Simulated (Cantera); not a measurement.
A closed system holds: 1 mol Ti, 2.8 mol H2, 0.72 mol CH4, equilibrated at 0.0100 bar.

Equilibrium computed with Cantera from the NASA thermochemical tables; the gas is ideal and each condensed phase is pure. Candidate condensed phases: C, C6H6, C7H8, C8H18, Ti, TiC; 77 gas species. Mutual solubility and eutectic melting of coexisting phases are not modelled. TiC: taken at fixed stoichiometry. Condensed phases not in the tables: N, O or C dissolved in the metal. The numbers say what is thermodynamically allowed, not how fast it happens.

### Question
What share of the Ti ends up in condensed phases as a function of T (K), at 1275, 1425, 1575, 1725, 1875, 2025, 2175?

### Answer
```json
[
 {"T (K)": "1275", "Ti condensed (%)": "100.0", "as": "Ti(β) + TiC(s)"},
 {"T (K)": "1425", "Ti condensed (%)": "100.0", "as": "Ti(β) + TiC(s)"},
 {"T (K)": "1575", "Ti condensed (%)": "100.0", "as": "Ti(β) + TiC(s)"},
 {"T (K)": "1725", "Ti condensed (%)": "100.0", "as": "Ti(β) + TiC(s)"},
 {"T (K)": "1875", "Ti condensed (%)": "99.9", "as": "Ti(β) + TiC(s)"},
 {"T (K)": "2025", "Ti condensed (%)": "99.4", "as": "Ti(l) + TiC(s)"},
 {"T (K)": "2175", "Ti condensed (%)": "96.4", "as": "Ti(l) + TiC(s)"}
]
```
